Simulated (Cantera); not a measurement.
Input (Python, Cantera):

```python
import numpy as np
import cantera as ct

gas = ct.Solution("gri30.yaml")
gas.TPX = 975, 500, {'H2': 0.025, 'O2': 1}
reactor = ct.IdealGasConstPressureReactor(gas, energy="off", clone=False)
net = ct.ReactorNet([reactor])
net.rtol, net.atol = 1e-08, 1e-18
show = ['H2', 'O2', 'H', 'O', 'HO2', 'H2O', 'H2O2']
times = np.geomspace(1e-06, 1, 13)

steps = ct.SolutionArray(gas, extra=["t"])
rows = []
print(f"{'t/s':>10s}{'T/K':>9s}{'P/Pa':>11s}" + "".join(f"{s:>11s}" for s in show))
for t in times:
    while net.time < t:
        t_next = net.step()
        steps.append(gas.state, t=t_next)
    rows.append([np.interp(t, steps.t, y) for y in (steps.T, steps.P, *steps(*show).X.T)])
    print(f"{t:10.3e}{rows[-1][0]:9.1f}{rows[-1][1]:11.4g}" + "".join(f"{x:11.3e}" for x in rows[-1][2:]))
rate = np.gradient(steps.T, steps.t)
print("integrator steps:", len(steps.t))
if steps.T.max() > steps.T[0] + 200:
    print(f"time of steepest temperature rise: {steps.t[rate.argmax()]:.4e} s")
gas.TPX = 975, 500, {'H2': 0.025, 'O2': 1}
gas.equilibrate("TP")
print(f"equilibrium (TP): T = {gas.T:.1f} K  " + "  ".join(f"{s} {gas[s].X[0]:.3e}" for s in show))
```

Output:

```
       t/s      T/K       P/Pa         H2         O2          H          O        HO2        H2O       H2O2
 1.000e-06    975.0        500  2.439e-02  9.756e-01  4.287e-14  5.762e-17  4.293e-14  5.056e-20  1.653e-21
 3.162e-06    975.0        500  2.439e-02  9.756e-01  1.352e-13  5.498e-16  1.358e-13  1.439e-18  1.582e-20
 1.000e-05    975.0        500  2.439e-02  9.756e-01  4.242e-13  5.122e-15  4.293e-13  3.370e-17  1.482e-19
 3.162e-05    975.0        500  2.439e-02  9.756e-01  1.308e-12  5.009e-14  1.358e-12  9.717e-16  1.477e-18
 1.000e-04    975.0        500  2.439e-02  9.756e-01  3.845e-12  4.731e-13  4.296e-12  2.834e-14  1.476e-17
 3.162e-04    975.0        500  2.439e-02  9.756e-01  1.022e-11  4.069e-12  1.360e-11  7.408e-13  1.472e-16
 1.000e-03    975.0        500  2.439e-02  9.756e-01  2.690e-11  3.135e-11  4.315e-11  1.554e-11  1.475e-15
 3.162e-03    975.0        500  2.439e-02  9.756e-01  1.387e-10  3.164e-10  1.383e-10  3.220e-10  1.486e-14
 1.000e-02    975.0        500  2.439e-02  9.756e-01  1.068e-08  2.841e-08  6.916e-10  3.892e-08  1.748e-13
 3.162e-02    975.0        500  1.429e-02  9.687e-01  2.918e-03  4.728e-03  2.092e-06  7.888e-03  8.055e-08
 1.000e-01    975.0        500  2.101e-04  9.634e-01  2.261e-03  1.068e-02  1.702e-06  2.284e-02  1.565e-08
 3.162e-01    975.0        500  7.520e-05  9.709e-01  4.966e-04  4.022e-03  1.229e-06  2.411e-02  1.571e-08
 1.000e+00    975.0        500  1.301e-05  9.745e-01  3.660e-05  7.194e-04  5.808e-07  2.457e-02  1.434e-08
integrator steps: 1059
equilibrium (TP): T = 975.0 K  H2 1.449e-11  O2 9.753e-01  H 6.197e-14  O 1.014e-09  HO2 2.583e-10  H2O 2.469e-02  H2O2 3.497e-12
```

Detailed kinetics in Cantera: GRI-Mech 3.0 (53 species, 325 reactions). Radical loss at walls, strong at low pressure, is not modelled.
